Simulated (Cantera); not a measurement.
Mixture: CH4 : C2H6 : C3H8 : O2 : N2 = 1 : 0.064 : 0.24 : 3.11 : 11.7 (molar parts), equivalence ratio 1.1, at 7.20 bar, adiabatic and at constant pressure. Ignition delay is the time to a rise of 400 K.

Cantera simulation using GRI-Mech 3.0 (53 species, 325 reactions); the numbers are that mechanism's predictions, not measurements. GRI-Mech 3.0 was tuned for natural gas; its chemistry of propane as a main component is partial and can be far from experiment.

Question: What does this change do: pressure from 7.20 bar to 2.40 bar?

Answer: 
| quantity | before | after |
|---|---|---|
| delay at 1300 K | 0.438 ms | 0.857 ms |
| delay at 1350 K | 0.223 ms | 0.423 ms |
| delay at 1400 K | 0.119 ms | 0.224 ms |
| delay at 1450 K | 66.6 µs | 0.126 ms |
| delay at 1500 K | 39.5 µs | 75.9 µs |
| delay at 1550 K | 24.7 µs | 48.4 µs |
| delay at 1600 K | 16.2 µs | 32.5 µs |
| apparent activation energy between 1500 and 1600 K | 180 kJ/mol | 170 kJ/mol |
